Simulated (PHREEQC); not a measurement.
Solution (30 °C): 2.8 mmol/kgw KH2PO4, 39 mmol/kgw KOH and 1.6 mmol/kgw NaCl. Closed to the air; pH follows from the charge balance.

The numbers come from PHREEQC with the ion-association model, phreeqc.dat.

```csv
quantity,before,after
pH,12.28,11.64
ionic strength (mol/kgw),0.0502,0.00953
```

Problem. Name the change that produced these shifts.
(A) KH2PO4 left out
(B) diluted 5-fold with water
(C) NaCl replaced by NaHCO3 at the same molality
(D) 0.00059 mol/kgw HNO3 added

Solution. B, diluted 5-fold with water

Precipitation was switched off in this run.
